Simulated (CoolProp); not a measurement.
Octamethylcyclotetrasiloxane (D4) along the isotherm 346.85 °C: fugacity coefficient from the reference equation and from simpler models built on Tc = 313.4 °C, pc = 1347 kPa, ω = 0.598; each cubic takes its own stable root.

Computed with CoolProp (reference Helmholtz-energy equation of state, Thol 2015).

```csv
p (kPa),phase,reference,van der Waals,Redlich-Kwong,Soave-Redlich-Kwong,Peng-Robinson
518,gas,0.8931,0.9011,0.8910,0.8980,0.8858
1040,gas,0.7897,0.8016,0.7851,0.7994,0.7785
1550,supercritical,0.6916,0.6990,0.6821,0.7059,0.6798
2070,supercritical,0.5944,0.5894,0.5772,0.6136,0.5858
2590,supercritical,0.5148,0.5160,0.5008,0.5393,0.5113
3110,supercritical,0.4584,0.4673,0.4484,0.4862,0.4579
3630,supercritical,0.4179,0.4335,0.4109,0.4477,0.4189
4150,supercritical,0.3877,0.4093,0.3832,0.4189,0.3896
4660,supercritical,0.3652,0.3921,0.3624,0.3974,0.3674
5180,supercritical,0.3472,0.3793,0.3460,0.3803,0.3496
5700,supercritical,0.3332,0.3701,0.3331,0.3670,0.3354
6220,supercritical,0.3220,0.3637,0.3230,0.3565,0.3240
6740,supercritical,0.3131,0.3595,0.3150,0.3482,0.3148
```
